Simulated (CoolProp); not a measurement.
Computed with CoolProp (reference Helmholtz-energy equation of state, Akasaka 2022).

### Question
For R1233zd(E), give the phase and the density (kg/m³), cp (kJ/(kg K)), cv (kJ/(kg K)) at 386.8 K and 576 kPa; 418.4 K and 576 kPa; 424.7 K and 576 kPa.

### Answer
- 386.8 K and 576 kPa: gas; density 25.8, cp 0.963, cv 0.863
- 418.4 K and 576 kPa: gas; density 23.3, cp 0.983, cv 0.893
- 424.7 K and 576 kPa: gas; density 22.8, cp 0.987, cv 0.899
